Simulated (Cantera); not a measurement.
What does this Cantera script print?

```python
import numpy as np
import cantera as ct

gas_names = [...]  # 103 gases of nasa_gas.yaml made of C, Cl, H
cond_names = """
    C(gr) C6H6(L) C7H8(L) C8H18(L),n-octa
""".split()


# ... load() reads the species with a 1 bar reference pressure and builds the phases ...
atoms = {
    'CCl4': {'C': 1, 'CL': 4},
    'H2': {'H': 2},
}
top_T = {'C(gr)': 4500}  # K; cautious upper limits of use, not melting points


# ... equilibrate(T, P, feed) seeds the gas with the atoms and calls Mixture.equilibrate('TP', solver="vcs", rtol=1e-11, max_steps=5000) ...
results = []
feed = {'CCl4': 1, 'H2': 0.43}  # mol
P = 5.8  # Pa
for T in [2000, 2250, 2500, 2750, 3000, 3250, 3500, 3750, 4000, 4250, 4500, 4750, 5000]:
    mix = equilibrate(T, P, feed)
    results.append((T, P, feed, dict(zip(mix.species_names, mix.species_moles))))
    x = sorted(zip(gas.X, gas.species_names), reverse=True)
    print(f"T = {T:g} K  P = {P:g} Pa  gas = {mix.phase_moles(0):.4g} mol")
    print("   x: " + "  ".join(f"{s} {v:.3e}" for v, s in x if v > 1e-06))
    print("   condensed (mol): " + ("  ".join(f"{mix.phase(i).name} {mix.phase_moles(i):.4g}"
          for i in range(1, mix.n_phases) if mix.phase_moles(i) > 1e-12) or "none"))
```

It prints:

```
T = 2000 K  P = 5.8 Pa  gas = 4.041 mol
   x: CL 7.888e-01  HCL 2.009e-01  H 8.648e-03  H2 1.640e-03  CL2 6.629e-05  C2H2,acetylene 1.260e-06
   condensed (mol): C(gr) 1
T = 2250 K  P = 5.8 Pa  gas = 4.398 mol
   x: CL 8.115e-01  HCL 9.792e-02  H 8.305e-02  H2 7.253e-03  C3 1.120e-04  C 6.281e-05  C2H2,acetylene 2.428e-05  CL2 1.279e-05  C2H 1.103e-05  C2 9.866e-06  C2HCL 2.394e-06
   condensed (mol): C(gr) 0.9978
T = 2500 K  P = 5.8 Pa  gas = 4.828 mol
   x: CL 8.119e-01  H 1.569e-01  HCL 1.654e-02  C3 8.570e-03  C 2.869e-03  H2 2.258e-03  C2 7.896e-04  C2H 1.219e-04  C5 2.551e-05  C2H2,acetylene 2.443e-05  C4 5.318e-06  CL2 3.264e-06  CCL 3.062e-06  C2HCL 2.051e-06  CH 1.257e-06
   condensed (mol): C(gr) 0.8522
T = 2750 K  P = 5.8 Pa  gas = 5.318 mol
   x: CL 7.500e-01  H 1.588e-01  C3 4.526e-02  C 3.501e-02  C2 8.136e-03  HCL 2.131e-03  H2 3.126e-04  C2H 1.499e-04  C5 1.049e-04  C4 3.789e-05  CCL 7.496e-06  CH 3.320e-06  C2H2,acetylene 2.544e-06
   condensed (mol): none
T = 3000 K  P = 5.8 Pa  gas = 5.653 mol
   x: CL 7.072e-01  H 1.516e-01  C 1.176e-01  C3 1.312e-02  C2 9.901e-03  HCL 3.663e-04  H2 5.349e-05  C2H 2.937e-05  CCL 6.627e-06  C4 5.968e-06  C5 4.351e-06  CH 2.942e-06
   condensed (mol): none
T = 3250 K  P = 5.8 Pa  gas = 5.836 mol
   x: CL 6.853e-01  C 1.638e-01  H 1.473e-01  C2 2.912e-03  C3 5.703e-04  HCL 8.460e-05  H2 1.220e-05  CCL 3.028e-06  C2H 1.864e-06  Electron 1.617e-06  C+ 1.593e-06  CH 1.339e-06
   condensed (mol): none
T = 3500 K  P = 5.8 Pa  gas = 5.856 mol
   x: CL 6.830e-01  C 1.695e-01  H 1.468e-01  C2 6.181e-04  HCL 2.514e-05  C3 1.826e-05  Electron 7.629e-06  C+ 7.409e-06  H2 3.586e-06  CCL 1.230e-06
   condensed (mol): none
T = 3750 K  P = 5.8 Pa  gas = 5.859 mol
   x: CL 6.827e-01  C 1.703e-01  H 1.468e-01  C2 1.535e-04  Electron 2.913e-05  C+ 2.786e-05  HCL 8.806e-06  CL+ 1.279e-06  H2 1.243e-06
   condensed (mol): none
T = 4000 K  P = 5.8 Pa  gas = 5.86 mol
   x: CL 6.826e-01  C 1.705e-01  H 1.467e-01  Electron 9.457e-05  C+ 8.883e-05  C2 4.502e-05  CL+ 5.706e-06  HCL 3.511e-06
   condensed (mol): none
T = 4250 K  P = 5.8 Pa  gas = 5.861 mol
   x: CL 6.824e-01  C 1.703e-01  H 1.467e-01  Electron 2.690e-04  C+ 2.473e-04  CL+ 2.142e-05  C2 1.519e-05  HCL 1.557e-06
   condensed (mol): none
T = 4500 K  P = 5.8 Pa  gas = 5.864 mol
   x: CL 6.821e-01  C 1.699e-01  H 1.467e-01  Electron 6.850e-04  C+ 6.145e-04  CL+ 6.959e-05  C2 5.762e-06
   condensed (mol): none
T = 4750 K  P = 5.8 Pa  gas = 5.869 mol
   x: CL 6.813e-01  C 1.690e-01  H 1.465e-01  Electron 1.589e-03  C+ 1.386e-03  CL+ 2.002e-04  H+ 3.063e-06  C2 2.403e-06
   condensed (mol): none
T = 5000 K  P = 5.8 Pa  gas = 5.88 mol
   x: CL 6.798e-01  C 1.672e-01  H 1.463e-01  Electron 3.399e-03  C+ 2.871e-03  CL+ 5.196e-04  H+ 8.553e-06  C2 1.081e-06
   condensed (mol): none
```

Equilibrium computed with Cantera from the NASA thermochemical tables; the gas is ideal and each condensed phase is pure.
